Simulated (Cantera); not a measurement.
Input (Python, Cantera) and output of one run.

```python
import numpy as np
import cantera as ct

gas_names = """
    O2 CO
""".split()
cond_names = """
    Ta(cr) TaC(s) Ta2O5(s)
""".split()


def load(file, names, dense=False):
    # The tables refer to 1 bar. Condensed volumes are neglected.
    table = {s.name: s for s in ct.Species.list_from_file(file)}
    out = []
    for n in names:
        d = dict(table[n].input_data)
        d["thermo"] = dict(d["thermo"], **{"reference-pressure": 1e5})
        if dense:
            d["equation-of-state"] = {"model": "constant-volume", "density": "1e6 g/cm^3"}
        out.append(ct.Species.from_dict(d))
    return out


species = {s.name: s for s in load("nasa_gas.yaml", gas_names) + load("nasa_condensed.yaml", cond_names)}
T = 1750
g = {n: (s.thermo.h(T) - T * s.thermo.s(T)) / (ct.gas_constant * T * np.log(10)) for n, s in species.items()}
valid = cond_names  # the entries whose range holds T


def stable(la, lb):
    # potentials (over RT ln 10) of the two non-metals from log10 p(O2) and log10 p(CO) in bar
    mu = {}
    mu["O"] = (g["O2"] + la) / 2
    mu["C"] = (g["CO"] + lb - 1 * mu["O"]) / 1
    cost = {}
    for n in valid:
        c = species[n].composition
        cost[n] = (g[n] - sum(c.get(e, 0) * m for e, m in mu.items())) / c["Ta"]
    return min(cost, key=cost.get)


results = []
for lb in [0, -0.7, -1.4, -2.1, -2.8, -3.5, -4.2, -4.9, -5.6, -6.3, -7]:
    row = [stable(la, lb) for la in [-19, -17.9, -16.8, -15.6, -14.5, -13.4, -12.3, -11.2, -10.1, -8.9, -7.8, -6.7, -5.6, -4.5, -3.4, -2.2, -1.1, 0]]
    results.append(row)
    print(f"{lb:6.1f}  " + " ".join(f"{valid.index(n):x}" for n in row))
print("key: " + ", ".join(f"{i:x} {n}" for i, n in enumerate(valid)))
```

Output:

```
   0.0  1 1 1 1 1 1 2 2 2 2 2 2 2 2 2 2 2 2
  -0.7  1 1 1 1 1 2 2 2 2 2 2 2 2 2 2 2 2 2
  -1.4  1 1 1 1 1 2 2 2 2 2 2 2 2 2 2 2 2 2
  -2.1  1 1 1 1 1 2 2 2 2 2 2 2 2 2 2 2 2 2
  -2.8  1 1 1 1 2 2 2 2 2 2 2 2 2 2 2 2 2 2
  -3.5  1 1 1 1 2 2 2 2 2 2 2 2 2 2 2 2 2 2
  -4.2  1 1 1 0 2 2 2 2 2 2 2 2 2 2 2 2 2 2
  -4.9  1 1 0 0 2 2 2 2 2 2 2 2 2 2 2 2 2 2
  -5.6  1 0 0 0 2 2 2 2 2 2 2 2 2 2 2 2 2 2
  -6.3  0 0 0 0 2 2 2 2 2 2 2 2 2 2 2 2 2 2
  -7.0  0 0 0 0 2 2 2 2 2 2 2 2 2 2 2 2 2 2
key: 0 Ta(cr), 1 TaC(s), 2 Ta2O5(s)
```

Cantera with NASA thermochemical tables; ideal gases at 1 bar, condensed phases pure. TaC: taken at fixed stoichiometry. Not in the tables: Ta2C. Part of the grid cannot be reached: there another gas would pass 10 bar, or a non-metal would condense.
